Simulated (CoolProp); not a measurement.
Hydrogen chloride at 298.15 K and 3.29 MPa is compressed adiabatically to 5.98 MPa with isentropic efficiency 0.9. Each further row changes one setting.

Computed with CoolProp (reference Helmholtz-energy equation of state, Thol 2018).

| case | work (kJ/kg) | final temperature (K) | final density (kg/m³) |
|---|---|---|---|
| as stated | [?] | 355.4 | [?] |
| efficiency 1 | [?] | [?] | 96.6 |
| efficiency 0.65 | [?] | 366.6 | [?] |

**Question.** What belongs in the gaps?

**Answer.** 
- as stated, work (kJ/kg): 37.7
- as stated, final density (kg/m³): 95.0
- efficiency 1, work (kJ/kg): 34.0
- efficiency 1, final temperature (K): 352.6
- efficiency 0.65, work (kJ/kg): 52.3
- efficiency 0.65, final density (kg/m³): 89.1
